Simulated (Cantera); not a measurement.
Input (Python, Cantera):

```python
import numpy as np
import cantera as ct

gas = ct.Solution("gri30.yaml")
gas.TPX = 575, 500000, {'CH4': 1, 'O2': 2.25, 'N2': 8.45, 'H2O': 3.1}
inlet = ct.Reservoir(gas, clone=True)
gas.equilibrate("HP")  # start burning
reactor = ct.IdealGasConstPressureReactor(gas, energy="on", clone=False)
exhaust = ct.Reservoir(gas, clone=True)
tau = [0.22, 0.086, 0.034, 0.013, 0.0053, 0.0021, 0.00084, 0.00033, 0.00013, 5.2e-05, 2.1e-05][0]
for a, b in ((inlet, reactor), (reactor, exhaust)):
    ct.MassFlowController(a, b, mdot=lambda t: reactor.mass / tau)
net = ct.ReactorNet([reactor])
show = ['CH4', 'O2', 'H2O', 'OH', 'C2H4']

rows = []
print(f"{'tau/s':>10s}{'T/K':>9s}" + "".join(f"{s:>11s}" for s in show))
for tau in [0.22, 0.086, 0.034, 0.013, 0.0053, 0.0021, 0.00084, 0.00033, 0.00013, 5.2e-05, 2.1e-05]:
    net.initial_time = 0.0
    net.advance(30 * tau)
    before = gas.X
    net.advance(40 * tau)
    drift = np.max(np.abs(gas.X - before) / (gas.X + 1e-9))
    rows.append([gas.T, *gas[show].X, drift])
    print(f"{tau:10.3e}{gas.T:9.1f}" + "".join(f"{x:11.3e}" for x in gas[show].X))
```

Output:

```
     tau/s      T/K        CH4         O2        H2O         OH       C2H4
 2.200e-01   1958.8  1.827e-06  1.680e-02  3.435e-01  1.145e-03  1.221e-10
 8.600e-02   1957.9  4.335e-06  1.688e-02  3.434e-01  1.201e-03  6.898e-10
 3.400e-02   1955.7  9.541e-06  1.700e-02  3.432e-01  1.312e-03  3.335e-09
 1.300e-02   1951.0  1.999e-05  1.725e-02  3.427e-01  1.515e-03  1.427e-08
 5.300e-03   1943.3  3.803e-05  1.768e-02  3.419e-01  1.792e-03  4.802e-08
 2.100e-03   1929.8  7.331e-05  1.849e-02  3.406e-01  2.146e-03  1.542e-07
 8.400e-04   1907.8  1.453e-04  1.994e-02  3.386e-01  2.504e-03  4.820e-07
 3.300e-04   1870.0  3.235e-04  2.267e-02  3.355e-01  2.704e-03  1.747e-06
 1.300e-04    575.0  6.757e-02  1.520e-01  2.095e-01  1.268e-23 -2.040e-18
 5.200e-05    575.0  6.757e-02  1.520e-01  2.095e-01  5.827e-24 -2.594e-21
 2.100e-05    575.0  6.757e-02  1.520e-01  2.095e-01  3.224e-24 -1.638e-22
```

Model: GRI-Mech 3.0 (53 species, 325 reactions), integrated in Cantera.
